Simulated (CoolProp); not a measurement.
Fluorine along the isotherm -116.05 °C: fugacity coefficient from the reference equation and from simpler models built on Tc = -128.7 °C, pc = 5240 kPa, ω = 0.045; each cubic takes its own stable root.

Computed with CoolProp (reference Helmholtz-energy equation of state, de Reuck 1990).

| p (kPa) | phase | reference |
|---|---|---|
| 1460 | gas | 0.9306 |
| 2910 | gas | 0.8620 |
| 4370 | gas | 0.7940 |
| 5820 | supercritical | 0.7270 |
| 7280 | supercritical | 0.6593 |
| 8730 | supercritical | 0.5943 |
| 10200 | supercritical | 0.5396 |
| 11600 | supercritical | 0.4988 |
| 13100 | supercritical | 0.4643 |

Problem. How far does each simpler model (van der Waals, Redlich-Kwong, Soave-Redlich-Kwong, Peng-Robinson) lie from the reference over these 9 states: mean and median of the absolute difference, and the worst?

Solution. 
- van der Waals: mean 1.0 %, median 0.9 %, worst +3.2 % at -116.05 °C and 13100 kPa
- Redlich-Kwong: mean 0.6 %, median 0.6 %, worst -1.0 % at -116.05 °C and 7280 kPa
- Soave-Redlich-Kwong: mean 0.7 %, median 0.6 %, worst +1.6 % at -116.05 °C and 13100 kPa
- Peng-Robinson: mean 3.8 %, median 4.5 %, worst -4.7 % at -116.05 °C and 8730 kPa
